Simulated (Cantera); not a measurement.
Standard-state values (1 bar) from the NASA 1993 polynomials, evaluated with Cantera. Values are per mole of reaction as written; species without (g) are pure solids or liquids, kept so even where they would boil at 1 bar.

**Question.** Between 2398 and 2573 K, where is each reaction favourable under standard conditions?
- N2O(g) + 2 VO2(g) → 2 NO(g) + V2O3

**Answer.** 
- N2O(g) + 2 VO2(g) → 2 NO(g) + V2O3: ΔG° is -220 kJ at 2398 K and -205 kJ at 2573 K; it stays negative (K > 1). ΔH° is -420 kJ and ΔS° -84 J/K at 2573 K.
